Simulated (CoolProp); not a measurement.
Saturation properties of CF4 (R14) (Tc = 227.4 K, pc = 3762 kPa, ω = 0.178).

The numbers come from the reference Helmholtz-energy equation of state, Platzer 1990 in CoolProp. This equation is an older, rougher fit; its heat capacities, sound speeds and derivatives of the liquid may be far off and weren't checked against measurements.

```tsv
T (K)	p (kPa)	vapour density (kg/m³)	enthalpy of vaporisation (kJ/kg)	surface tension (mN/m)
128.7	26.99	2.248	142.6	15.0
135	46.84	3.745	139.6	13.9
141.4	77.47	5.969	136.4	12.7
147.7	121.2	9.046	133.0	11.5
154.1	183.1	13.30	129.3	10.4
160.4	265.2	18.86	125.4	9.31
166.8	374.6	26.21	121.1	8.22
173.1	512.3	[?]	116.4	7.18
179.5	687.6	47.45	[?]	6.14
185.8	900.1	[?]	105.6	5.16
192.2	1162	81.46	99.20	4.20
198.5	1471	105.4	92.03	3.29
204.8	1836	[?]	83.71	2.43
211.2	2274	178.8	73.55	1.61
217.5	2779	239.1	60.70	0.879
```

Q: Complete the blanks.

A: 
- 173.1, vapour density (kg/m³): 35.48
- 179.5, enthalpy of vaporisation (kJ/kg): 111.3
- 185.8, vapour density (kg/m³): 62.33
- 204.8, vapour density (kg/m³): 136.5

It boils at 145.1 K under 1 atm.

Surface tension comes from a separate correlation (Mulero 2012).
